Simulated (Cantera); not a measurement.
Charge: 1 mol Ta₂O₅, 1.2 mol C, 1.7 mol H₂, equilibrated at 3200 Pa.

Cantera equilibrium calculation (NASA polynomials, part measured and part estimated; ideal gas, pure solids and liquids). Candidate condensed phases: C, C₆H₆, C₇H₈, C₈H₁₈, H₂O, Ta, TaC, Ta₂O₅; 113 gas species. Mutual solubility and eutectic melting of coexisting phases are not modelled. TaC: taken at fixed stoichiometry. Condensed phases not in the tables: Ta₂C. Kinetics and transport are ignored.

Problem. At 1073 K, list the 5 most abundant gas species with their mole fractions, and the condensed phases.

Solution. H₂ 0.906, CO 0.0927, CH₄ 0.00121, H₂O 0.000349, CO₂ 3.88e-5. Condensed: C(graphite) + TaC(s) + Ta₂O₅(s).
